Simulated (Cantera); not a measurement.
Charge: 1 mol CHF3, 0.016 mol HCl, 1.3 mol H2, equilibrated at 1000 Pa.

These are equilibrium values from Cantera (NASA tables, ideal gas, pure condensed phases), not measurements of a reactor. Candidate condensed phases: C, C6H6, C7H8, C8H18; 118 gas species. Kinetics and transport are ignored.

x: gas mole fraction; n: condensed amount in mol.

```
T (K)   x HF       x H       x F     x H2      x C3       x C      x CF  n C(graphite)
-----  -----  --------  --------  -------  --------  --------  --------  -------------
1423   0.905   2.00e-5   3.06e-9   0.0905    <1e-12    <1e-12    <1e-12          1.000
1623   0.905  0.000208   1.30e-7   0.0904    <1e-12    <1e-12  5.93e-11          1.000
1823   0.904   0.00130   2.44e-6   0.0898  2.29e-11  4.63e-11   4.33e-9          1.000
2023   0.902   0.00562   2.61e-5   0.0874   4.85e-9   4.97e-9   1.36e-7          0.999
2223   0.896    0.0182  0.000188   0.0807   3.83e-7   2.29e-7   2.33e-6          0.998
2423   0.882    0.0456   0.00103   0.0662   1.44e-5   5.58e-6   2.64e-5          0.996
2623   0.855       ___       ___      ___       ___       ___       ___          0.989
2823   0.804     0.139    0.0200   0.0245   0.00418  0.000846   0.00157          0.930
3023     ___       ___       ___      ___       ___       ___       ___            ___
3223   0.478     0.269     0.143  0.00812    0.0499    0.0204    0.0142              0
```

### Question
Complete the blanks.

### Answer

- 2623, x H: 0.0889
- 2623, x F: 0.00484
- 2623, x H2: 0.0446
- 2623, x C3: 0.000307
- 2623, x C: 8.33e-5
- 2623, x CF: 0.000226
- 3023, x HF: 0.664
- 3023, x H: 0.193
- 3023, x F: 0.0638
- 3023, x H2: 0.0130
- 3023, x C3: 0.0398
- 3023, x C: 0.00630
- 3023, x CF: 0.00774
- 3023, n C(graphite): 0.378
